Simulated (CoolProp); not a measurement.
The fluid at 432.45 K and 0.0387 MPa expands adiabatically to 0.00338 MPa with isentropic efficiency 0.7. The same conditions are run with several fluids, on thermodynamics alone (safety and materials aside).

Values from CoolProp's reference Helmholtz-energy equation of state of each fluid (cyclohexane: Zhou 2014; carbon monoxide: Lemmon 2006; hydrogen chloride: Thol 2018; R115: Lemmon 2016; hydrogen sulfide: Lemmon 2006).

Problem. Rank cyclohexane, carbon monoxide, hydrogen chloride, R115, hydrogen sulfide by work (kJ/kg), highest first.

Solution. carbon monoxide (158), hydrogen sulfide (137), hydrogen chloride (121), cyclohexane (68.1), R115 (36.8)

```csv
fluid,final temperature (K),final density (kg/m³)
cyclohexane,395.3,0.0866
carbon monoxide,281.1,0.0405
hydrogen chloride,280.6,0.0528
R115,388.9,0.162
hydrogen sulfide,299.4,0.0463
```
